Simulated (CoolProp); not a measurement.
The fluid at 293.15 K and 13.8 MPa is throttled through a valve to 4.24 MPa with no heat exchange. The same conditions are run with several fluids, on thermodynamics alone (safety and materials aside).

Values from CoolProp's reference Helmholtz-energy equation of state of each fluid (R407C: Lemmon 2003; R227EA: Lemmon 2016; octamethyltrisiloxane (MDM): Thol 2017; R1224YDZ: Akasaka 2023; ethanol: Schroeder 2014). Blends and air are pseudo-pure fits.

Question: Rank R407C, R227EA, octamethyltrisiloxane (MDM), R1224YDZ, ethanol by temperature change (K), highest first.

Answer: octamethyltrisiloxane (MDM) (+4.4), ethanol (+3.5), R1224YDZ (+3.0), R227EA (+1.8), R407C (+0.8)

| fluid | final density (kg/m³) |
|---|---|
| R407C | 1180 |
| R227EA | 1430 |
| octamethyltrisiloxane (MDM) | 822 |
| R1224YDZ | 1380 |
| ethanol | 790 |
